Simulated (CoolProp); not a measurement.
Vapour pressure (MPa) of ethanol: the reference equation beside estimates from Tc = 514.7 K, pc = 6.268 MPa, ω = 0.644. Clausius-Clapeyron is anchored at 391.3 K with a constant enthalpy of vaporisation of 35.58 kJ/mol.

Computed with CoolProp (reference Helmholtz-energy equation of state, Schroeder 2014).

```tsv
T (K)	reference	Lee-Kesler	Clausius-Clapeyron	van der Waals	Soave-Redlich-Kwong	Peng-Robinson
391.3	0.4039	0.4045	0.4039	1.890	0.4077	0.4109
395.6	0.4600	0.4601	0.4549	(withheld)	(withheld)	0.4668
400	0.5237	0.5229	0.5123	2.098	0.5280	0.5301
404.3	0.5925	0.5906	0.5741	2.207	0.5971	0.5983
408.6	0.6683	0.6649	0.6417	2.318	0.6730	0.6733
412.9	0.7515	0.7463	0.7157	2.434	0.7562	0.7555
417.2	(withheld)	0.8352	(withheld)	2.552	0.8473	0.8454
421.5	(withheld)	0.9321	0.8842	2.675	0.9467	0.9434
425.9	1.053	1.040	0.9820	2.804	1.058	1.053
430.2	1.171	1.155	1.086	(withheld)	1.175	1.169
434.5	1.299	1.279	1.198	3.067	1.303	1.295
438.8	1.437	1.413	1.319	3.204	1.441	(withheld)
443.1	1.586	1.558	1.450	3.345	1.590	1.578
```

Fill in the missing entries.


- 395.6, van der Waals: 1.991
- 395.6, Soave-Redlich-Kwong: 0.4641
- 417.2, reference: 0.8426
- 417.2, Clausius-Clapeyron: 0.7964
- 421.5, reference: 0.9420
- 430.2, van der Waals: 2.933
- 438.8, Peng-Robinson: 1.431

Absolute difference from the reference over all 13 rows, mean and median: Lee-Kesler 0.9 and 0.9 %, Clausius-Clapeyron 5.0 and 5.5 %, van der Waals 216.8 and 202.9 %, Soave-Redlich-Kwong 0.6 and 0.6 %, Peng-Robinson 0.7 and 0.5 %.
